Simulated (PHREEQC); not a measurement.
Make-up at 25 °C: 1.7 mmol/kgw HNO3 and 52 mmol/kgw MgCl2. Closed to the air; pH follows from the charge balance.

All values are PHREEQC results (ion-association model, phreeqc.dat), not measurements.

No solid was allowed to form.

Task: Estimate the pH, specific conductance.

Result: pH 2.86; specific conductance 10500 µS/cm.

Species that the database lacks are ignored.
